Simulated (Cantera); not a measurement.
Input: 1 mol SiH₂Cl₂, 3.5 mol O₃, 14 mol H₂, 8.7 mol O₂, held at 0.240 Torr.

These are equilibrium values from Cantera (NASA tables, ideal gas, pure condensed phases), not measurements of a reactor. Candidate condensed phases: H₂O, Si, SiO₂; 30 gas species. Rates play no part. All values below are at 1048 K.

Base state: H₂O 0.638, O₂ 0.271, HCl 0.0908, Cl 0.000234, Cl₂ 2.94e-5 (mole fractions); condensed: SiO₂(β-quartz).

Question: What changes in the equilibrium state with this change: SiH₂Cl₂ replaced by Si₂H₆?

Answer: 
```json
[
 {"species": "H₂O", "before": "0.638", "after": "0.831"},
 {"species": "O₂", "before": "0.271", "after": "0.169"},
 {"species": "HCl", "before": "0.0908", "after": "0"},
 {"species": "Cl", "before": "0.000234", "after": "0"},
 {"species": "Cl₂", "before": "2.94e-5", "after": "0"},
 {"species": "SiO₂(β-quartz), mol", "before": "1.00", "after": "2.00"}
]
```
The feed counts by its element totals alone.
